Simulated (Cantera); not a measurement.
Hydrogen reduction and annealing atmospheres: FeS2 + H2

Charge: 1 mol FeS2, 69 mol H2, held at 11.0 mbar.

Cantera equilibrium calculation (NASA polynomials, part measured and part estimated; ideal gas, pure solids and liquids). Candidate condensed phases: Fe, FeS, FeS2, S; 8 gas species. Equilibrium is a limit: real reactors are often held back by kinetics, nucleation or transport.

At 1650 K the condensed part is Fe(γ). From 1675 K to 1800 K the condensed part is Fe(δ). From 1825 K to 1900 K the condensed part is Fe(l). The main Fe-bearing gas is Fe throughout. The share of Fe in condensed phases is highest at 1650 K (98.3 %) and lowest at 1900 K (28.3 %).

| T (K) | x H2 | x H2S | x Fe | x S2 | x H | x SH | x S | n Fe(γ) | n Fe(δ) | n Fe(l) |
|---|---|---|---|---|---|---|---|---|---|---|
| 1650 | 0.976 | 0.0147 | 0.000246 | 0.00589 | 0.000856 | 0.00211 | 0.000145 | 0.983 | 0 | 0 |
| 1675 | 0.976 | 0.0137 | 0.000377 | 0.00623 | 0.00109 | 0.00235 | 0.000189 | 0 | 0.974 | 0 |
| 1700 | 0.976 | 0.0128 | 0.000572 | 0.00654 | 0.00139 | 0.00260 | 0.000244 | 0 | 0.960 | 0 |
| 1725 | 0.976 | 0.0119 | 0.000856 | 0.00681 | 0.00175 | 0.00287 | 0.000311 | 0 | 0.940 | 0 |
| 1750 | 0.975 | 0.0110 | 0.00127 | 0.00704 | 0.00219 | 0.00314 | 0.000392 | 0 | 0.912 | 0 |
| 1775 | 0.974 | 0.0102 | 0.00185 | 0.00724 | 0.00272 | 0.00342 | 0.000491 | 0 | 0.871 | 0 |
| 1800 | 0.973 | 0.00949 | 0.00268 | 0.00739 | 0.00337 | 0.00370 | 0.000609 | 0 | 0.812 | 0 |
| 1825 | 0.971 | 0.00878 | 0.00380 | 0.00750 | 0.00414 | 0.00398 | 0.000749 | 0 | 0 | 0.733 |
| 1850 | 0.969 | 0.00812 | 0.00532 | 0.00757 | 0.00506 | 0.00427 | 0.000913 | 0 | 0 | 0.626 |
| 1875 | 0.966 | 0.00750 | 0.00738 | 0.00760 | 0.00614 | 0.00456 | 0.00110 | 0 | 0 | 0.480 |
| 1900 | 0.962 | 0.00691 | 0.0101 | 0.00759 | 0.00742 | 0.00483 | 0.00133 | 0 | 0 | 0.283 |
x: gas mole fraction; n: condensed amount in mol.
